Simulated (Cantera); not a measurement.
Feed: 1 mol Si, 7.7 mol CO₂, 1.3 mol H₂, at 9.20 bar.

Equilibrium computed with Cantera from the NASA thermochemical tables; the gas is ideal and each condensed phase is pure. Candidate condensed phases: C, C₆H₆, C₇H₈, C₈H₁₈, H₂O, Si, SiC, SiO₂; 123 gas species. Kinetics and transport are ignored.

At 752 °C, list the 5 most abundant gas species with their mole fractions, and the condensed phases.

CO₂ 0.553, CO 0.303, H₂O 0.0832, H₂ 0.0592, CH₄ 0.00125. Condensed: SiO₂(β-quartz).
